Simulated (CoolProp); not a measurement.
Values from CoolProp's reference Helmholtz-energy equation of state, Gao 2020.

Q: For ammonia, give the phase and the cv (kJ/(kg K)), speed of sound (m/s), viscosity (µPa s) at 717.7 K and 0.0172 MPa; 323.3 K and 0.662 MPa; 399.8 K and 0.166 MPa.

A: 
- 717.7 K and 0.0172 MPa: gas; cv 2.37, speed of sound 650, viscosity 26.0
- 323.3 K and 0.662 MPa: gas; cv 1.83, speed of sound 438, viscosity 10.9
- 399.8 K and 0.166 MPa: gas; cv 1.79, speed of sound 497, viscosity 14.0

Viscosity comes from a separate model (Fenghour 1995).
